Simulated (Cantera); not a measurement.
Mixture: C₃H₈ : O₂ : N₂ = 1 : 3.12 : 18.8 (molar parts), at 900 Torr, adiabatic and at constant pressure. Ignition delay is the time to a rise of 400 K.

Computed with Cantera and GRI-Mech 3.0 (53 species, 325 reactions). GRI-Mech 3.0 was tuned for natural gas; its chemistry of propane as a main component is partial and can be far from experiment.

Question: What does this change do: constant volume in place of constant pressure?

Answer: 
| quantity | before | after |
|---|---|---|
| delay at 1000 K | 0.739 s | 0.720 s |
| delay at 1100 K | 70.0 ms | 66.4 ms |
| delay at 1200 K | 7.91 ms | 7.35 ms |
| delay at 1300 K | 1.27 ms | 1.17 ms |
| delay at 1400 K | 0.302 ms | 0.273 ms |
| delay at 1500 K | 0.101 ms | 90.1 µs |
| apparent activation energy between 1300 and 1500 K | 210 kJ/mol | 210 kJ/mol |

Question: What does this change do: O2 3.12 to 4.3 parts?

Answer: 
| quantity | before | after |
|---|---|---|
| delay at 1000 K | 0.739 s | 0.575 s |
| delay at 1100 K | 70.0 ms | 56.1 ms |
| delay at 1200 K | 7.91 ms | 6.35 ms |
| delay at 1300 K | 1.27 ms | 1.00 ms |
| delay at 1400 K | 0.302 ms | 0.234 ms |
| delay at 1500 K | 0.101 ms | 77.5 µs |
| apparent activation energy between 1300 and 1500 K | 210 kJ/mol | 210 kJ/mol |
